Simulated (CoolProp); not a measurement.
The numbers come from the reference Helmholtz-energy equation of state, Zhou 2016 in CoolProp.

Task: Give the vapour pressure (MPa), liquid density (kg/m³), liquid cp (kJ/(kg K)) of saturated R245ca at 7.05, 21.35, 35.65 °C.

Result: 
| T (°C) | p (MPa) | liquid density (kg/m³) | liquid cp (kJ/(kg K)) |
|---|---|---|---|
| 7.05 | 0.0474 | 1430 | 1.35 |
| 21.35 | 0.0869 | 1400 | 1.37 |
| 35.65 | 0.149 | 1360 | 1.40 |
